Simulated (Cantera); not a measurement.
A closed system holds: 1 mol V, 4.6 mol NH3, at 1.33 mbar.

Cantera equilibrium calculation (NASA polynomials, part measured and part estimated; ideal gas, pure solids and liquids). Candidate condensed phases: V, VN; 11 gas species. Condensed phases not in the tables: V2N, N, O or C dissolved in the metal. Kinetics and transport are ignored. All values below are at 2073 K.

Base state: H2 0.694, N2 0.241, H 0.0600, V 0.00501 (mole fractions); condensed: V(s).

What changes in the equilibrium state with this change: pressure from 1.33 mbar to 27.0 Pa?


| species | before | after |
|---|---|---|
| H2 | 0.694 | 0.621 |
| N2 | 0.241 | 0.228 |
| H | 0.0600 | 0.126 |
| V | 0.00501 | 0.0247 |
| V(s), mol | 0.952 | 0.750 |
